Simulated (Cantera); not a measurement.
A closed system holds: 1 mol MgCO3, 0.071 mol SO3, 0.13 mol O2, 5 mol H2S, held at 41000 Pa.

Equilibrium computed with Cantera from the NASA thermochemical tables; the gas is ideal and each condensed phase is pure. Candidate condensed phases: C, C6H6, C7H8, C8H18, H2O, H2SO4, Mg, MgCO3, MgO, Mg(OH)2, MgS, MgSO4, S; 130 gas species. Gases not in the tables: S3 to S7. The numbers say what is thermodynamically allowed, not how fast it happens. All values below are at 1298 K.

Base state: H2S 0.405, H2O 0.157, S2 0.151, H2 0.145, CO 0.0826, CO2 0.0510, COS 0.00745, SH 0.000948 (mole fractions); condensed: MgO(s).

What changes in the equilibrium state with this change: MgCO3 replaced by MgO?


```tsv
species	before	after
H2S	0.405	0.566
H2	0.145	0.204
S2	0.151	0.148
CO	0.0826	0
H2O	0.157	0.0804
CO2	0.0510	0
COS	0.00745	0
CS2	0.000259	0
MgO(s), mol	1.00	1.00
```
